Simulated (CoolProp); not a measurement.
R1234yf at several states: fugacity coefficient from the reference equation and from simpler models built on Tc = 367.8 K, pc = 3384 kPa, ω = 0.276; each cubic takes its own stable root.

Model: reference Helmholtz-energy equation of state, Lemmon 2022, in CoolProp.

| T (K) | p (kPa) | phase | reference |
|---|---|---|---|
| 127.9 | 407 | liquid | 4.002e-6 |
| 351.9 | 51.2 | gas | 0.9938 |
| 325.7 | 327 | gas | 0.9486 |
| 380.4 | 1810 | gas | 0.8374 |
| 354.5 | 2150 | gas | 0.7516 |
| 345.7 | 305 | gas | 0.9609 |

Question: How far does each simpler model (van der Waals, Redlich-Kwong, Soave-Redlich-Kwong, Peng-Robinson) lie from the reference over these 6 states: mean and median of the absolute difference, and the worst?

Answer: 
- van der Waals: mean 53208.4 %, median 1.7 %, worst +319240.3 % at 127.9 K and 407 kPa
- Redlich-Kwong: mean 75.9 %, median 0.4 %, worst +452.5 % at 127.9 K and 407 kPa
- Soave-Redlich-Kwong: mean 1.1 %, median 0.4 %, worst +4.5 % at 127.9 K and 407 kPa
- Peng-Robinson: mean 7.1 %, median 0.7 %, worst +40.0 % at 127.9 K and 407 kPa
